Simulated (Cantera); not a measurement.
# Thermodynamics of metals in furnace atmospheres, feed Cu + CO + H2O

Charge: 1 mol Cu, 0.1 mol CO, a varied amount of H2O, at 1773.15 K and 101000 Pa.

These are equilibrium values from Cantera (NASA tables, ideal gas, pure condensed phases), not measurements of a reactor. Candidate condensed phases: C, C6H6, C7H8, C8H18, Cu, CuO, Cu(OH)2, Cu2O, H2O; 113 gas species. Equilibrium is a limit: real reactors are often held back by kinetics, nucleation or transport.

From 0.039 mol H2O to 0.54 mol H2O the condensed part is Cu(l). The main Cu-bearing gas is Cu throughout.

| n(H2O) (mol) | log p H2O | log p CO | log p CO2 | log p H2 | log p Cu | log p H | log p OH | log p Cu2 | n Cu(l) |
|---|---|---|---|---|---|---|---|---|---|
| 0.039 | -0.86 | -0.24 | -0.83 | -0.83 | -3.40 | -3.96 | -5.20 | -6.17 | 1.000 |
| 0.1 | -0.48 | -0.48 | -0.76 | -0.76 | -3.40 | -3.93 | -4.85 | -6.17 | 1.000 |
| 0.16 | -0.34 | -0.65 | -0.78 | -0.78 | -3.40 | -3.94 | -4.70 | -6.17 | 1.000 |
| 0.23 | -0.26 | -0.81 | -0.82 | -0.82 | -3.40 | -3.95 | -4.60 | -6.17 | 1.000 |
| 0.29 | -0.21 | -0.92 | -0.85 | -0.85 | -3.40 | -3.97 | -4.54 | -6.17 | 1.000 |
| 0.35 | -0.18 | -1.02 | -0.89 | -0.89 | -3.40 | -3.99 | -4.49 | -6.17 | 1.000 |
| 0.41 | -0.16 | -1.11 | -0.92 | -0.92 | -3.40 | -4.00 | -4.45 | -6.17 | 1.000 |
| 0.48 | -0.14 | -1.20 | -0.95 | -0.95 | -3.40 | -4.02 | -4.41 | -6.17 | 1.000 |
| 0.54 | -0.12 | -1.27 | -0.98 | -0.98 | -3.40 | -4.04 | -4.39 | -6.17 | 1.000 |
log p: log10 of the partial pressure in bar; n: condensed amount in mol.
